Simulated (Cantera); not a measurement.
Charge: 1 mol MgCO3, 0.25 mol SO3, 0.48 mol O2, at 0.0110 bar.

Cantera equilibrium calculation (NASA polynomials, part measured and part estimated; ideal gas, pure solids and liquids). Candidate condensed phases: C, Mg, MgCO3, MgO, MgS, MgSO4, S; 26 gas species. Mutual solubility and eutectic melting of coexisting phases are not modelled. Rates play no part.

### Question
Which condensed phases are stable at each of these points (T (°C)): 502, 602, 702, 802, 902, 1002, 1102?

### Answer
| T (°C) | condensed phases | Mg condensed (%) |
|---|---|---|
| 502 | MgO(s) + MgSO4(s) | 100.0 |
| 602 | MgO(s) + MgSO4(s) | 100.0 |
| 702 | MgO(s) + MgSO4(s) | 100.0 |
| 802 | MgO(s) + MgSO4(s) | 100.0 |
| 902 | MgO(s) | 100.0 |
| 1002 | MgO(s) | 100.0 |
| 1102 | MgO(s) | 100.0 |

From 502 °C to 802 °C the condensed part is MgO(s) + MgSO4(s). From 902 °C to 1102 °C the condensed part is MgO(s).
